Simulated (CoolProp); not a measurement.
A Linde-Hampson liquefier for carbon monoxide: isothermal reversible compression at 290 K from 1 atm to 10 MPa, throttling to 1 atm, return gas leaving the recuperator 10 K below the feed. Each further row changes one setting.

Model: reference Helmholtz-energy equation of state, Lemmon 2006, in CoolProp. It is a short technical equation, of lower accuracy than the large ones.

```csv
case,liquid yield per pass,compression work (kJ/kg of gas)
as stated,0.033,393
high pressure 20 MPa,0.071,453
warm-end temperature 320 K,0.020,436
warm-end gap 15 K,0.021,393
```
